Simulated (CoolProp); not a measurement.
Saturation properties of CHF3 (R23) (Tc = 299.3 K, pc = 4.832 MPa, ω = 0.263).

Model: reference Helmholtz-energy equation of state, Penoncello 2003, in CoolProp.

```json
[
 {"T (K)": "153.6", "p (MPa)": "0.006144", "vapour density (kg/m³)": "0.3393", "liquid viscosity (µPa s)": "641", "vapour viscosity (µPa s)": "7.39"},
 {"T (K)": "155.9", "p (MPa)": "0.007637", "vapour density (kg/m³)": "0.4160", "liquid viscosity (µPa s)": "606", "vapour viscosity (µPa s)": "7.52"},
 {"T (K)": "158.3", "p (MPa)": "0.009509", "vapour density (kg/m³)": "0.5108", "liquid viscosity (µPa s)": "573", "vapour viscosity (µPa s)": "7.66"},
 {"T (K)": "160.7", "p (MPa)": "0.01175", "vapour density (kg/m³)": "0.6226", "liquid viscosity (µPa s)": "543", "vapour viscosity (µPa s)": "7.79"},
 {"T (K)": "163", "p (MPa)": "0.01429", "vapour density (kg/m³)": "0.7477", "liquid viscosity (µPa s)": "516", "vapour viscosity (µPa s)": "7.92"},
 {"T (K)": "165.4", "p (MPa)": "0.01742", "vapour density (kg/m³)": "0.8994", "liquid viscosity (µPa s)": "490", "vapour viscosity (µPa s)": "8.05"},
 {"T (K)": "167.8", "p (MPa)": "0.02108", "vapour density (kg/m³)": "1.075", "liquid viscosity (µPa s)": "466", "vapour viscosity (µPa s)": "8.19"},
 {"T (K)": "170.1", "p (MPa)": "0.02517", "vapour density (kg/m³)": "1.268", "liquid viscosity (µPa s)": "445", "vapour viscosity (µPa s)": "8.31"},
 {"T (K)": "172.5", "p (MPa)": "0.03010", "vapour density (kg/m³)": "1.499", "liquid viscosity (µPa s)": "425", "vapour viscosity (µPa s)": "8.45"},
 {"T (K)": "174.9", "p (MPa)": "0.03580", "vapour density (kg/m³)": "1.763", "liquid viscosity (µPa s)": "405", "vapour viscosity (µPa s)": "8.58"},
 {"T (K)": "177.2", "p (MPa)": "0.04205", "vapour density (kg/m³)": "2.048", "liquid viscosity (µPa s)": "388", "vapour viscosity (µPa s)": "8.71"},
 {"T (K)": "179.6", "p (MPa)": "0.04949", "vapour density (kg/m³)": "2.385", "liquid viscosity (µPa s)": "372", "vapour viscosity (µPa s)": "8.84"},
 {"T (K)": "181.9", "p (MPa)": "0.05757", "vapour density (kg/m³)": "2.747", "liquid viscosity (µPa s)": "357", "vapour viscosity (µPa s)": "8.97"},
 {"T (K)": "184.3", "p (MPa)": "0.06711", "vapour density (kg/m³)": "3.170", "liquid viscosity (µPa s)": "342", "vapour viscosity (µPa s)": "9.10"}
]
```

It boils at 191.1 K under 1 atm.

Viscosity comes from a separate model (Shan 2000).
